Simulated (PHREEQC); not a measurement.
0.018 g of hydrous ferric oxide (600 m²/g; 0.2 weak and 0.005 strong sites per Fe, Dzombak-Morel constants, diffuse double layer) in 1 kg of water with 0.1 mol/kgw of an inert sodium salt and 5.9e-07 mol/kgw PbCl2 and 1.5e-07 mol/kgw SrCl2, at 25 °C; the pH is set by adding NaOH or the inert anion's acid. Oxygen is held at 0.21 atm. CO2 from the air is kept out. No solid was allowed to form.

Base run: PHREEQC, ion-association model, wateq4f.dat. Each further column changes one thing. The table gives Sr sorbed (%).

```
pH   base  no electrostatic term (-no_edl)  background salt from 0.1 to 0.01 mol/kgw  oxide from 0.018 to 0.09 g/kgw  4.6e-05 mol/kgw NiCl2 added
---  ----  -------------------------------  ----------------------------------------  ------------------------------  ---------------------------
4     0.0                              0.0                                       0.0                             0.0                          0.0
4.5   0.0                              0.0                                       0.0                             0.0                          0.0
5     0.0                              0.0                                       0.0                             0.0                          0.0
5.5   0.0                              0.0                                       0.0                             0.0                          0.0
6     0.0                              0.1                                       0.0                             0.0                          0.0
6.5   0.0                                ?                                       0.0                             0.0                          0.0
7.5   0.1                              1.0                                       0.1                             1.4                          0.0
8     0.8                              1.3                                       1.3                               ?                          0.0
8.5   5.0                              1.3                                       9.6                               ?                          0.0
9    23.3                              1.0                                      43.5                            78.2                          0.0
9.5  59.3                                ?                                      83.3                            95.1                          0.0
10   86.2                                ?                                      97.0                            98.9                          0.0
```

**Question.** Fill in the missing entries.

**Answer.** 
- 6.5, no electrostatic term (-no_edl): 0.2
- 8, oxide from 0.018 to 0.09 g/kgw: 8.3
- 8.5, oxide from 0.018 to 0.09 g/kgw: 37.0
- 9.5, no electrostatic term (-no_edl): 0.6
- 10, no electrostatic term (-no_edl): 0.5

 In at least one series the solution becomes supersaturated in solids that the run did not let form, among them Ni(OH)2.
